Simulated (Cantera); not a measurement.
Charge: 1 mol Fe₃O₄, 0.63 mol C, 0.46 mol H₂, held at 2050 K and 1.00 Torr.

Method: chemical equilibrium by Gibbs-energy minimisation in Cantera with the NASA 1993 tables (ideal gas, pure condensed phases). The tables' stoichiometric FeO is somewhat more stable than real wüstite, so its field is too wide. FeO: taken at fixed stoichiometry. Equilibrium is a limit: real reactors are often held back by kinetics, nucleation or transport.

```csv
species,before,after
CO,0.351,0.406
H₂,0.115,0.254
CO₂,0.155,0.172
Fe,0.106,8.04e-8
H₂O,0.241,0.168
H,0.0210,6.47e-6
Fe(OH)₂,0.000119,1.42e-7
FeO,0.00501,<1e-9
O,0.000641,<1e-9
O₂,0.000578,<1e-9
OH,0.00484,4.36e-8
"FeO(l), mol",2.86,0
"FeO(s), mol",0,3.00
```
Gas species are given as mole fractions.

Problem. Which change was made?
(A) C from 0.63 to 2.9 mol
(B) H₂ from 0.46 to 1.5 mol
(C) temperature from 2050 K to 1248.15 K
(D) temperature from 2050 K to 1925 K

Solution. C, temperature from 2050 K to 1248.15 K
